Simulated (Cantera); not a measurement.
A Cantera script and what it prints.

```python
import numpy as np
import cantera as ct

gas_names = """
    AL ALH ALN AL2 H H2 N NH NH2 NH3 N2 N2H2 N2H4
""".split()
cond_names = """
    AL(cr) AL(L) ALN(s)
""".split()


# ... load() reads the species with a 1 bar reference pressure and builds the phases ...
atoms = {
    'AlN': {'AL': 1, 'N': 1},
    'H2': {'H': 2},
}
top_T = {'ALN(s)': 2750}  # K; cautious upper limits of use, not melting points


# ... equilibrate(T, P, feed) seeds the gas with the atoms and calls Mixture.equilibrate('TP', solver="vcs", rtol=1e-11, max_steps=5000) ...
results = []
feed = {'AlN': 1, 'H2': 14}  # mol
P = 10000  # Pa
for T in [800, 900, 1000, 1100, 1200, 1300, 1400, 1500, 1600, 1700, 1800, 1900, 2000, 2100]:
    mix = equilibrate(T, P, feed)
    results.append((T, P, feed, dict(zip(mix.species_names, mix.species_moles))))

top = {s: max(r[3][s] / sum(r[3][g] for g in gas_names) for r in results) for s in gas_names}
cols = sorted((s for s in top if top[s] > 0.0001), key=lambda s: -top[s])[:9]
seen = [c for c in cond_names if any(r[3].get(c, 0) > 1e-12 for r in results)]
print("log10 of partial pressures in bar; condensed amounts in mol")
print(f"{'T/K':>10s}" + "".join(f"{s[:9]:>10s}" for s in cols + seen))
for T, P, feed, n in results:
    ng = sum(n[g] for g in gas_names)
    print(f"{T:10.4g}" + "".join(f"{np.log10(max(n[s] / ng * P / 1e5, 1e-99)):10.3f}" for s in cols)
          + "".join(f"{n.get(c, 0):10.4g}" for c in seen))
```

Result:

```
log10 of partial pressures in bar; condensed amounts in mol
       T/K        H2        AL        N2         H       ALH    ALN(s)
       800    -1.000   -14.840   -29.862   -12.038   -13.044         1
       900    -1.000   -15.401   -19.387   -10.432   -14.130         1
      1000    -1.000   -13.500   -15.718    -9.144   -12.651         1
      1100    -1.000   -11.946   -12.725    -8.087   -11.443         1
      1200    -1.000   -10.488   -10.566    -7.205   -10.273         1
      1300    -1.000    -9.071    -9.114    -6.456    -9.099         1
      1400    -1.000    -7.827    -7.935    -5.813    -8.064         1
      1500    -1.000    -6.752    -6.914    -5.254    -7.170         1
      1600    -1.000    -5.816    -6.015    -4.765    -6.393    0.9997
      1700    -1.000    -4.994    -5.219    -4.332    -5.712    0.9983
      1800    -1.001    -4.267    -4.510    -3.947    -5.109    0.9913
      1900    -1.003    -3.619    -3.874    -3.602    -4.573    0.9624
      2000    -1.009    -3.037    -3.301    -3.293    -4.095    0.8577
      2100    -1.026    -2.512    -2.784    -3.020    -3.670    0.5134
```

Method: chemical equilibrium by Gibbs-energy minimisation in Cantera with the NASA 1993 tables (ideal gas, pure condensed phases).
